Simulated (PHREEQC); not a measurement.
## Copper plating or etch bath: an equilibrium model

Dissolve 0.0015 mol/kgw CuCl2, 0.011 mol/kgw HBF4 and 7.3e-05 mol/kgw Na2SO4 at 30 °C. Closed to the air; pH follows from the charge balance.

All values are PHREEQC results (ion-association model, phreeqc.dat), not measurements.

No solid was allowed to form.

Problem. Estimate the pH, ionic strength.

Solution. pH 2.05; ionic strength 0.0146 mol/kgw.

Problem. In which forms is F present?

Solution. BF4- 80 %, HF 15 %, BF3OH- 3.7 %, F- 1.1 %, BF2(OH)2- 0.6 % of the F.

Complexes and solids missing from the database can't appear. Real BF4- forms and hydrolyses slowly; the run takes it at equilibrium.
